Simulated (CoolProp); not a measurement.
A simple Rankine cycle with water: condensing at 303.15 K, boiler at 0.3 MPa, turbine inlet 421.7 K, turbine efficiency 0.6, pump efficiency 0.6, no recuperator. Each further row changes one setting.

The numbers come from the reference Helmholtz-energy equation of state, Wagner 2002 in CoolProp.

```
case                             thermal efficiency (%)  net work (kJ/kg)  heat in (kJ/kg)  turbine exit temperature (K)  volume ratio over the turbine
-------------------------------  ----------------------  ----------------  ---------------  ----------------------------  -----------------------------
as stated                                          14.1               ___             2630                         303.1                            ___
turbine inlet 441.7 K                               ___               380             2670                         303.1                            ___
condensing temperature 295.15 K                     ___               404             2670                         295.1                            ___
boiler pressure 0.21 MPa                           13.0               ___              ___                         303.1                           34.1
turbine efficiency 0.5                             11.8               310             2630                         303.1                           49.7
```

Question: Some entries are withheld; supply them.

Answer: 
- as stated, net work (kJ/kg): 372
- as stated, volume ratio over the turbine: 48.4
- turbine inlet 441.7 K, thermal efficiency (%): 14.2
- turbine inlet 441.7 K, volume ratio over the turbine: 46.7
- condensing temperature 295.15 K, thermal efficiency (%): 15.2
- condensing temperature 295.15 K, volume ratio over the turbine: 75.2
- boiler pressure 0.21 MPa, net work (kJ/kg): 344
- boiler pressure 0.21 MPa, heat in (kJ/kg): 2640

The expansion ends wet for: as stated; turbine inlet 441.7 K; condensing temperature 295.15 K; boiler pressure 0.21 MPa; turbine efficiency 0.5.
